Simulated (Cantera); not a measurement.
A perfectly stirred reactor is fed with CH4 : O2 : N2 = 1 : 4.17 : 15.7 (molar parts), at 158 Torr; it is adiabatic with a 675 K inlet, and is followed from long to short residence time, starting on the burning branch (τ in s: 0.041, 0.022, 0.012, 0.0065, 0.0036, 0.0019, 0.0011, 0.00057, 0.00031, 0.00017, 9.2e-05, 5e-05).

Cantera simulation using GRI-Mech 3.0 (53 species, 325 reactions); the numbers are that mechanism's predictions, not measurements.

x: mole fraction; the columns are a selection and need not sum to one.

```json
[
 {"τ (s)": "0.041", "T (K)": "1701", "x CH4": "2.69e-5", "x O2": "0.103", "x CH3": "3.88e-6", "x H": "0.000438", "x NO2": "[?]", "x C2H6": "7.29e-11", "x H2": "0.000691"},
 {"τ (s)": "0.022", "T (K)": "1685", "x CH4": "4.05e-5", "x O2": "0.103", "x CH3": "5.41e-6", "x H": "0.000740", "x NO2": "[?]", "x C2H6": "1.22e-10", "x H2": "0.000971"},
 {"τ (s)": "0.012", "T (K)": "1663", "x CH4": "6.16e-5", "x O2": "0.104", "x CH3": "7.60e-6", "x H": "0.00119", "x NO2": "[?]", "x C2H6": "2.16e-10", "x H2": "0.00132"},
 {"τ (s)": "0.0065", "T (K)": "1636", "x CH4": "9.72e-5", "x O2": "0.104", "x CH3": "1.10e-5", "x H": "0.00183", "x NO2": "9.94e-10", "x C2H6": "4.29e-10", "x H2": "0.00174"},
 {"τ (s)": "0.0036", "T (K)": "1603", "x CH4": "0.000158", "x O2": "0.105", "x CH3": "1.64e-5", "x H": "0.00260", "x NO2": "7.66e-10", "x C2H6": "9.61e-10", "x H2": "0.00219"},
 {"τ (s)": "0.0019", "T (K)": "1562", "x CH4": "0.000287", "x O2": "0.106", "x CH3": "2.67e-5", "x H": "0.00349", "x NO2": "5.56e-10", "x C2H6": "2.88e-9", "x H2": "0.00273"},
 {"τ (s)": "0.0011", "T (K)": "1520", "x CH4": "0.000523", "x O2": "0.109", "x CH3": "4.43e-5", "x H": "0.00402", "x NO2": "4.01e-10", "x C2H6": "9.89e-9", "x H2": "0.00324"},
 {"τ (s)": "0.00057", "T (K)": "1454", "x CH4": "0.00137", "x O2": "0.115", "x CH3": "0.000103", "x H": "0.00371", "x NO2": "2.63e-10", "x C2H6": "9.60e-8", "x H2": "0.00418"},
 {"τ (s)": "0.00031", "T (K)": "675", "x CH4": "0.0479", "x O2": "0.200", "x CH3": "<1e-12", "x H": "<1e-12", "x NO2": "<1e-12", "x C2H6": "<1e-12", "x H2": "<1e-12"},
 {"τ (s)": "0.00017", "T (K)": "675", "x CH4": "0.0479", "x O2": "0.200", "x CH3": "<1e-12", "x H": "<1e-12", "x NO2": "<1e-12", "x C2H6": "<1e-12", "x H2": "<1e-12"},
 {"τ (s)": "9.2e-5", "T (K)": "675", "x CH4": "0.0479", "x O2": "0.200", "x CH3": "<1e-12", "x H": "<1e-12", "x NO2": "<1e-12", "x C2H6": "<1e-12", "x H2": "<1e-12"},
 {"τ (s)": "5.0e-5", "T (K)": "675", "x CH4": "0.0479", "x O2": "0.200", "x CH3": "<1e-12", "x H": "<1e-12", "x NO2": "<1e-12", "x C2H6": "<1e-12", "x H2": "<1e-12"}
]
```

What belongs in the gaps?


- 0.041, x NO2: 2.48e-9
- 0.022, x NO2: 1.75e-9
- 0.012, x NO2: 1.30e-9
